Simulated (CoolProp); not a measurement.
Vapour-liquid equilibrium of diethyl ether (1) + acetone (2) at 64.05 °C; x and y are mole fractions of (1).

Values from CoolProp's multi-fluid Helmholtz-energy mixture model, Thol 2014 and Lemmon 2006; pair parameters Bell 2016.

```
x     bubble pressure (kPa)  y at the bubble point  dew pressure at overall composition x (kPa)  liquid density (mol/L)
----  ---------------------  ---------------------  -------------------------------------------  ----------------------
0.05                  144.1                  0.124                                        136.7                   12.47
0.2                   177.9                  0.389                                        152.5                   11.74
0.35                  206.1                  0.555                                        172.1                   11.08
0.5                   227.7                  0.669                                        196.1                   10.47
0.65                  243.5                  0.758                                        224.2                   9.932
0.8                   254.7                  0.845                                        249.6                   9.451
0.95                  260.6                  0.953                                        260.5                   9.030
```

No azeotrope shows between x = 0.05 and 0.95.

Pair parameters are fitted to limited data, so mixtures are less certain than the pure fluids.
